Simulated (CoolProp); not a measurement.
Saturated liquid density (kg/m³) of R141b: the reference equation beside estimates from Tc = 204.4 °C, pc = 42.12 bar, ω = 0.220. Rackett uses Z = 0.29056 − 0.08775 ω.

Computed with CoolProp (reference Helmholtz-energy equation of state, Lemmon 2006). It is a short technical equation, of lower accuracy than the large ones.

| T (°C) | reference | Rackett | van der Waals | Redlich-Kwong | Soave-Redlich-Kwong |
|---|---|---|---|---|---|
| -41.15 | 1356 | 1345 | 819.7 | 1218 | 1236 |
| -31.25 | 1338 | 1328 | 810.3 | … | 1223 |
| -21.35 | 1320 | 1311 | 800.7 | 1187 | 1209 |
| -11.45 | 1302 | 1293 | 790.8 | 1170 | 1194 |
| -1.45 | 1284 | 1275 | 780.5 | 1153 | 1178 |
| 8.45 | 1265 | 1257 | 770.1 | 1135 | 1162 |
| 18.35 | 1247 | 1239 | 759.2 | 1116 | 1145 |
| 28.25 | 1227 | 1220 | … | 1097 | 1127 |
| 38.15 | … | 1200 | 736.5 | 1077 | 1109 |
| 48.15 | 1188 | 1180 | 724.5 | 1056 | 1089 |
| 58.05 | … | 1159 | 712.1 | 1034 | 1068 |

Some entries are withheld; supply them.


- -31.25, Redlich-Kwong: 1203
- 28.25, van der Waals: 748.1
- 38.15, reference: 1208
- 58.05, reference: 1167

Absolute difference from the reference over all 11 rows, mean and median: Rackett 0.7 and 0.7 %, van der Waals 39.2 and 39.1 %, Redlich-Kwong 10.5 and 10.3 %, Soave-Redlich-Kwong 8.4 and 8.3 %.
